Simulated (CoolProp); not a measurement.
A closed Brayton cycle with dry air: compressor inlet 326.15 K and 1.1 MPa, high pressure 3.52 MPa, turbine inlet 955 K, compressor efficiency 0.89, turbine efficiency 0.9, recuperator effectiveness 0.95 (on enthalpy, no pinch check). Each further row changes one setting.

Computed with CoolProp (reference Helmholtz-energy equation of state, Lemmon 2000). It is a pseudo-pure fit of the blend.

```tsv
case	thermal efficiency (%)	net work (kJ/kg)	compressor to turbine work	compressor exit (K)	turbine exit (K)
as stated	39.2	104	0.58	470.1	731.1
turbine inlet 905 K	36.3	90.6	0.62	470.1	691.1
compressor inlet 336.15 K	37.6	99.4	0.60	484.2	731.1
high pressure 2.99 MPa	40.9	96.8	0.56	447.1	759.1
recuperator effectiveness 0.5	26.7	104	0.58	470.1	731.1
```
